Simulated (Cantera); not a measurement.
A jet of 9.44 % CH₄, 5.79 % O₂, 84.8 % N₂, equivalence ratio 3.3 at 300 K and 0.148 atm hits a platinum plate 3.3 cm away at a mass flux of 0.15 kg/m²/s; the plate temperature is set and raised in steps from an oxygen-covered start.

Cantera simulation using Deutschmann's 1995 Pt surface mechanism with GRI-Mech 3.0 gas chemistry; the numbers are that mechanism's predictions, not measurements. Catalytic surfaces can have several steady states; this one follows from the mechanism file's or the stated starting coverage.

x: mole fraction at the wall; θ: surface coverage.

```
plate T (K)  wall x CH₄  wall x O₂  wall x H₂O  wall x OH  wall x CO  wall x CO₂  θ free Pt  θ H*   θ CO*   θ C*
-----------  ----------  ---------  ----------  ---------  ---------  ----------  ---------  ----  ------  -----
950              0.0598     0.0146      0.0434      <1e-8     0.0360     1.05e-5      0.229   [?]  0.0389  0.730
1000             0.0519     0.0118      0.0408      <1e-8     0.0440     1.31e-5      0.270   [?]  0.0290  0.699
1050             0.0412    0.00868      0.0361      <1e-8     0.0549     2.05e-5      0.334   [?]  0.0262  0.637
1100             0.0267    0.00529      0.0285      <1e-8     0.0695     4.76e-5      0.453   [?]  0.0311  0.512
1150             0.0127    0.00253      0.0202      <1e-8     0.0834    0.000203      0.688   [?]  0.0462  0.262
```

Question: Complete the blanks.

Answer: 
- 950, θ H*: 0.00181
- 1000, θ H*: 0.00213
- 1050, θ H*: 0.00248
- 1100, θ H*: 0.00298
- 1150, θ H*: 0.00358
